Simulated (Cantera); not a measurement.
An isothermal, constant-pressure homogeneous reactor starts with 0.202 % CO, 3.46 % O2, 0.365 % H2O, 96.0 % N2, equivalence ratio 0.029, at 1200 K and 623 Torr.

Computed with Cantera and GRI-Mech 3.0 (53 species, 325 reactions).

One state of this run: x CO = 0.000159; x O2 = 0.0336; x H2O = 0.00364; x H = 2.83e-7; x HO2 = 6.40e-7. x: mole fraction; the columns are a selection and need not sum to one.

Task: Which value of t (s) does it belong to?
(A) 0.00663
(B) 0.488
(C) 0.000772
(D) 0.0569

Result: D, 0.0569
